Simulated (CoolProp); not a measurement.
n-pentane at 293.15 K and 1.86 MPa flows at 0.4 m/s in a round tube of 100 mm bore and 45 µm roughness, fully developed (64/Re and Nu = 3.66 if laminar; Colebrook and Gnielinski if turbulent). Each further row changes one setting.

Values from CoolProp's reference Helmholtz-energy equation of state, Thol 2019.

```
case              Reynolds number  Darcy friction factor  pressure drop (Pa/m)  heat-transfer coefficient (W/(m² K))  mass flow (kg/h)
----------------  ---------------  ---------------------  --------------------  ------------------------------------  ----------------
as stated                  130000                 0.0195                  9.78                                   725              7110
velocity 0.8 m/s           259000                 0.0181                  36.5                                  1380             14200
diameter 200 mm            259000                 0.0167                  4.20                                   648             28400
```

Viscosity comes from a separate model (Quiñones-Cisneros 2006), older than the equation that it now runs on, and unchecked against measurements. Thermal conductivity comes from a separate model (Vassiliou 2015).
